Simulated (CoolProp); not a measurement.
Properties of hydrogen chloride at several states (Tc = 51.5 °C, pc = 8.314 MPa, ω = 0.130).

Model: reference Helmholtz-energy equation of state, Thol 2018, in CoolProp.

| T (°C) | p (MPa) | phase | density (kg/m³) | cp (kJ/(kg K)) | Joule-Thomson coefficient (K/MPa) |
|---|---|---|---|---|---|
| -72.35 | 0.0615 | gas | 1.362 | 0.8299 | 45.55 |
| 179.55 | 0.0192 | gas | 0.1860 | 0.8017 | 6.712 |
| 219.95 | 9.79 | supercritical | 97.19 | 0.9927 | 4.613 |
| 96.95 | 0.447 | gas | 5.369 | 0.8188 | 9.695 |
| 22.15 | 6.22 | liquid | 843.7 | 2.343 | 0.4985 |
| -25.05 | 0.0866 | gas | 1.545 | 0.8190 | 25.46 |
